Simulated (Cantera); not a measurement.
Cantera with NASA thermochemical tables; ideal gases at 1 bar, condensed phases pure. Values are per mole of reaction as written; species without (g) are pure solids or liquids, kept so even where they would boil at 1 bar. The tables' values for C2F4 are old estimates.

Cu + F2(g) = CuF2, with ΔH° = -538.9 kJ and ΔS° = -158.4 J/K at 300 K.

### Question
How far is the shortcut ΔG° ≈ ΔH°(300 K) − T·ΔS°(300 K) from the full temperature-dependent value at 2275, 2300, 2325, 2350, 2375, 2400, 2425, 2450, 2475, 2500 K?

### Answer
```csv
T (K),shortcut (kJ),full (kJ),difference (kJ),difference in log10 K,condensed phases
2275,-178.4,-281.2,102.8,-2.36,"Cu(l), CuF2(l)"
2300,-174.5,-279.4,104.9,-2.38,"Cu(l), CuF2(l)"
2325,-170.5,-277.6,107.1,-2.41,"Cu(l), CuF2(l)"
2350,-166.6,-275.8,109.3,-2.43,"Cu(l), CuF2(l)"
2375,-162.6,-274.0,111.4,-2.45,"Cu(l), CuF2(l)"
2400,-158.6,-272.3,113.6,-2.47,"Cu(l), CuF2(l)"
2425,-154.7,-270.5,115.8,-2.49,"Cu(l), CuF2(l)"
2450,-150.7,-268.7,118.0,-2.52,"Cu(l), CuF2(l)"
2475,-146.8,-267.0,120.2,-2.54,"Cu(l), CuF2(l)"
2500,-142.8,-265.2,122.5,-2.56,"Cu(l), CuF2(l)"
```
The shortcut ignores heat capacities and the phase changes listed.
